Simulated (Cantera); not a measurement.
Input (Python, Cantera) and output of one run.

```python
import numpy as np
import cantera as ct

gas_names = """
    C CN CO CO2 C2 CCN CNC C2N2 C2O C3 C3O2 C4 C4N2 C5 N NCO NO NO2 NO3 N2 N2O O O2 O3 Si SiC SiC2 SiN
    SiO SiO2 Si2 Si2C Si2N Si3
""".split()
cond_names = """
    C(gr) Si(cr) Si(L) SiC(b) SiO2(Lqz) SiO2(hqz) SiO2(L) Si2N2O(s) Si3N4(a)
""".split()


# ... load() reads the species with a 1 bar reference pressure and builds the phases ...
atoms = {
    'SiC': {'Si': 1, 'C': 1},
    'CO2': {'C': 1, 'O': 2},
    'N2': {'N': 2},
    'N2O': {'N': 2, 'O': 1},
}
top_T = {'C(gr)': 4500, 'SiC(b)': 3050, 'Si2N2O(s)': 2100, 'Si3N4(a)': 2400}  # K; cautious upper limits of use, not melting points


# ... equilibrate(T, P, feed) seeds the gas with the atoms and calls Mixture.equilibrate('TP', solver="vcs", rtol=1e-11, max_steps=5000) ...
results = []
feed = {'SiC': 1, 'CO2': 0.067, 'N2': 420, 'N2O': 0.024}  # mol
P = 133.322  # Pa
for T in [973, 1073, 1173, 1273, 1373, 1473, 1573, 1673, 1773, 1873, 1973, 2073, 2173]:
    mix = equilibrate(T, P, feed)
    results.append((T, P, feed, dict(zip(mix.species_names, mix.species_moles))))

top = {s: max(r[3][s] / sum(r[3][g] for g in gas_names) for r in results) for s in gas_names}
cols = sorted((s for s in top if top[s] > 1e-05), key=lambda s: -top[s])[:7]
seen = [c for c in cond_names if any(r[3].get(c, 0) > 1e-12 for r in results)]
print("log10 of partial pressures in bar; condensed amounts in mol")
print(f"{'T/K':>10s}" + "".join(f"{s[:9]:>10s}" for s in cols + seen))
for T, P, feed, n in results:
    ng = sum(n[g] for g in gas_names)
    print(f"{T:10.4g}" + "".join(f"{np.log10(max(n[s] / ng * P / 1e5, 1e-99)):10.3f}" for s in cols)
          + "".join(f"{n.get(c, 0):10.4g}" for c in seen))
```

Result:

```
log10 of partial pressures in bar; condensed amounts in mol
       T/K        N2        Si        CO      SiC2        CN       SiO      Si2C     C(gr)    SiC(b) Si2N2O(s)  Si3N4(a)
       973    -2.875   -22.035   -11.224   -27.859   -19.750   -17.544   -29.818     1.067         0     0.158     0.228
      1073    -2.875   -18.552    -9.567   -23.555   -17.551   -14.610   -24.691     1.067         0    0.1579    0.2281
      1173    -2.875   -15.667    -8.196   -19.993   -15.729   -12.184   -20.449     1.065         0     0.156    0.2293
      1273    -2.875   -13.335    -6.854   -17.093   -14.196   -10.050   -17.075    0.2508    0.7722    0.1139         0
      1373    -2.875   -11.264    -6.394   -15.579   -13.407    -8.315   -14.558         0    0.9398   0.02932         0
      1473    -2.875    -9.384    -6.390   -14.367   -12.819    -7.025   -12.296         0    0.9387         0   0.01047
      1573    -2.875    -8.192    -6.443   -12.865   -11.860    -6.851   -10.772         0    0.9534         0         0
      1673    -2.875    -7.296    -6.416   -11.395   -10.864    -6.928    -9.587         0    0.9461         0         0
      1773    -2.875    -6.710    -6.340    -9.885    -9.774    -7.360    -8.747         0    0.9221         0         0
      1873    -2.875    -6.534    -6.303    -8.192    -8.455    -8.471    -8.346  0.002657    0.9004         0         0
      1973    -2.876    -5.806    -6.304    -7.244    -7.841    -8.363    -7.418    0.3996     0.457         0         0
      2073    -2.876    -5.540    -6.303    -6.781    -7.287    -8.654    -7.364    0.7719         0         0         0
      2173    -2.876    -5.543    -6.302    -6.605    -6.785    -9.162    -7.804     0.687         0         0         0
```

Equilibrium computed with Cantera from the NASA thermochemical tables; the gas is ideal and each condensed phase is pure. Mutual solubility and eutectic melting of coexisting phases are not modelled. The tables' values for SiN are old estimates; treat these amounts as uncertain.
